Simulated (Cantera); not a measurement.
Charge: 1 mol borazine, 4.7 mol O2, 1.1 mol H2, equilibrated at 950 °C and 375 Torr.

Cantera equilibrium calculation (NASA polynomials, part measured and part estimated; ideal gas, pure solids and liquids). Candidate condensed phases: B, BN, B2O3, B3O3H3, H2O; 39 gas species. The feed counts by its element totals alone. Gases not in the tables: H3BO3. Kinetics and transport are ignored.

Base state: H2O 0.677, N2 0.250, O2 0.0667, (HBO2)3 0.00423, HBO2 0.00134, NO 7.39e-5 (mole fractions); condensed: B2O3(l).

Question: What changes in the equilibrium state with this change: temperature from 950 °C to 875 °C?

Answer: 
```
species        before     after
------------  -------  --------
H2O             0.677     0.676
N2              0.250     0.251
O2             0.0667    0.0668
(HBO2)3       0.00423   0.00562
HBO2          0.00134  0.000445
NO            7.39e-5   4.11e-5
B2O3(l), mol     1.46      1.45
```
